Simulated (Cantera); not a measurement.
## Diamond growth

A diamond (100) surface in a fixed gas of H2 with x(CH4) = 0.0037, x(CH3) = 0.00012, at 1275 K, 0.110 bar; coverages are run to steady state.

Computed with Cantera and the Harris–Goodwin 1993 mechanism for the reconstructed diamond (100) surface.

```
x(H)     growth (µm/h)  θ c6HH  θ c6H*  θ c6*H   θ c6**    θ c6HM
-------  -------------  ------  ------  ------  -------  --------
0.0001           0.143   0.649  0.0284   0.317  0.00424  0.000425
0.00021          0.394   0.550  0.0360   0.402  0.00957  0.000582
0.00045          0.857   0.478  0.0413   0.460   0.0177  0.000734
0.00096           1.54   0.435  0.0441   0.492   0.0265  0.000851
0.002             2.48   0.412  0.0455   0.507   0.0335  0.000904
0.0043            3.96   0.400  0.0462   0.514   0.0382  0.000879
0.0092            6.18   0.394  0.0466   0.517   0.0409  0.000767
0.02              9.18   0.391  0.0470   0.518   0.0424  0.000580
0.041             12.1   0.390  0.0475   0.519   0.0432  0.000391
```
θ: site fractions in the mechanism's names (c6HH fully hydrogenated, c6H* and c6*H radical sites, c6** diradical, c6HM methylated).
